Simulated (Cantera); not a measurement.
A perfectly stirred reactor is fed with NO : N2 = 1 : 0.32 (molar parts), at 20.0 Torr; it is held at 2073 K, and followed from long to short residence time.

Detailed kinetics in Cantera: GRI-Mech 3.0 (53 species, 325 reactions). Radical loss at walls, strong at low pressure, is not modelled.

What does this change do: temperature 2073 to 1975 K?


```tsv
quantity	before	after
x(NO) at τ = 0.510 s	0.669	0.728
x(N2O) at τ = 0.510 s	0.000141	0.000182
x(N2) at τ = 0.510 s	0.286	0.257
x(NO2) at τ = 0.510 s	7.33e-5	5.79e-5
x(O) at τ = 0.510 s	0.00179	0.000634
x(NO) at τ = 41.0 ms	0.752	0.756
x(N2O) at τ = 41.0 ms	0.000188	0.000163
x(N2) at τ = 41.0 ms	0.245	0.243
x(NO2) at τ = 41.0 ms	2.95e-5	2.97e-5
x(O) at τ = 41.0 ms	0.000818	0.000358
```
